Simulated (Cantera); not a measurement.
Feed: 1 mol CH4, 0.61 mol O2, 7.6 mol H2, held at 100 Torr.

Equilibrium computed with Cantera from the NASA thermochemical tables; the gas is ideal and each condensed phase is pure. Candidate condensed phases: C, C6H6, C7H8, C8H18, H2O; 110 gas species. Rates play no part.

At 2775 K, list the 6 most abundant gas species with their mole fractions, and the condensed phases.

H2 0.721, H 0.174, CO 0.0858, H2O 0.0173, OH 0.00115, CO2 0.000298. Condensed: gas only.
